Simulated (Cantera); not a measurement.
Charge: 1 mol Si2H6, 0.78 mol HCl, 16 mol N2, held at 1300 K and 1 atm.

Cantera equilibrium calculation (NASA polynomials, part measured and part estimated; ideal gas, pure solids and liquids). Candidate condensed phases: NH4Cl, Si, Si3N4; 28 gas species. The feed counts by its element totals alone. N2 is the only nitrogen source here; it is nearly inert below about 1500 K, so the nitride shown seldom forms there in practice. The numbers say what is thermodynamically allowed, not how fast it happens.

Q: What is the equilibrium state?

A: 
```json
{
  "x(N2)": "0.795",
  "x(H2)": "0.163",
  "x(HCl)": "0.0422",
  "x(SiCl4)": "1.72e-5",
  "x(NH3)": "7.35e-6",
  "x(SiHCl3)": "3.01e-6",
  "x(SiCl3)": "2.47e-6",
  "x(SiCl2)": "2.12e-6",
  "n(Si3N4(s))": "0.667 mol",
  "gas_amount": "18.45 mol",
  "log10 activity of Si(s) (absent)": "-4.14"
}
```
